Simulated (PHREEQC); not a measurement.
Solution (25 °C): 0.018 mol/kgw Na2CO3 and 0.017 mol/kgw KBr. Closed to the air; pH follows from the charge balance.

All values are PHREEQC results (ion-association model, phreeqc.dat), not measurements.

No solid was allowed to form.

Question: Predict the pH.

Answer: pH 11.04.

Question: In which forms is C present?

Answer: CO3-2 73 %, NaCO3- 20 %, HCO3- 7.7 % of the C.

Species that the database lacks are ignored.
